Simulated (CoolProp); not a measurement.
Vapour pressure (MPa) of R1336mzz(E): the reference equation beside estimates from Tc = 130.4 °C, pc = 2.779 MPa, ω = 0.413.

Model: reference Helmholtz-energy equation of state, Akasaka 2023, in CoolProp.

```tsv
T (°C)	reference	Lee-Kesler	Redlich-Kwong	Soave-Redlich-Kwong
22.55	0.1773	0.1777	0.3534	0.1776
25.05	0.1938	0.1942	0.3778	0.1942
27.55	0.2114	0.2119	0.4032	0.2120
29.95	0.2294	0.2300	0.4288	0.2302
32.45	0.2494	0.2501	0.4566	0.2504
34.95	0.2708	0.2715	0.4856	0.2720
37.45	0.2935	0.2943	0.5160	0.2950
39.95	0.3176	0.3185	0.5476	0.3195
42.45	0.3433	0.3442	0.5805	0.3455
44.95	0.3704	0.3715	0.6149	0.3730
47.45	0.3992	0.4003	0.6505	0.4023
49.95	0.4297	0.4308	0.6876	0.4332
52.45	0.4619	0.4631	0.7261	0.4660
```

Absolute difference from the reference over all 13 rows, mean and median: Lee-Kesler 0.3 and 0.3 %, Redlich-Kwong 76.8 and 75.8 %, Soave-Redlich-Kwong 0.5 and 0.5 %.
